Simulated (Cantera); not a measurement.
An isothermal, constant-pressure homogeneous reactor starts with NH3 : N2 = 1 : 1.4 (molar parts), at 1850 K and 20.0 Torr.

Cantera simulation using the gas-phase N/H chemistry of the illustrative SiF4/NH3 mechanism in the Surface Chemkin manual (1991); the numbers are that mechanism's predictions, not measurements. Walls and surfaces, which speed up NH3 decomposition in real reactors, are not modelled.

Predict: x(NH3) at 10.0 s; x(H) at 10.0 s; x(N) at 10.0 s; x(N2H2) at 10.0 s; x(N2) at 10.0 s.


```json
{
 "x(NH3) at 10.0 s": "0.0361 (gas-phase equilibrium 1.52e-7)",
 "x(H) at 10.0 s": "0.000336 (gas-phase equilibrium 0.00220)",
 "x(N) at 10.0 s": "4.16e-7 (gas-phase equilibrium 3.96e-10)",
 "x(N2H2) at 10.0 s": "1.15e-7 (gas-phase equilibrium <1e-12)",
 "x(N2) at 10.0 s": "0.561 (gas-phase equilibrium 0.558)"
}
```
